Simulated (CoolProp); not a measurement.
Nitrogen along the isobar 28.9 bar: fugacity coefficient from the reference equation and from simpler models built on Tc = 126.2 K, pc = 33.96 bar, ω = 0.037; each cubic takes its own stable root.

The numbers come from the reference Helmholtz-energy equation of state, Span 2000 in CoolProp.

```csv
T (K),phase,reference
114.7,liquid,0.5220
139,gas,0.7969
163.4,gas,0.8791
187.7,gas,0.9251
212.1,gas,0.9532
236.5,gas,0.9714
260.8,gas,0.9835
285.2,gas,0.9919
309.5,gas,0.9977
```

### Question
How far does each simpler model (van der Waals, Redlich-Kwong, Soave-Redlich-Kwong, Peng-Robinson) lie from the reference over these 9 states: mean and median of the absolute difference, and the worst?

### Answer
- van der Waals: mean 3.2 %, median 1.4 %, worst +18.1 % at 114.7 K and 28.9 bar
- Redlich-Kwong: mean 0.7 %, median 0.6 %, worst +1.4 % at 114.7 K and 28.9 bar
- Soave-Redlich-Kwong: mean 0.4 %, median 0.4 %, worst +0.9 % at 114.7 K and 28.9 bar
- Peng-Robinson: mean 1.6 %, median 1.4 %, worst -3.2 % at 139 K and 28.9 bar
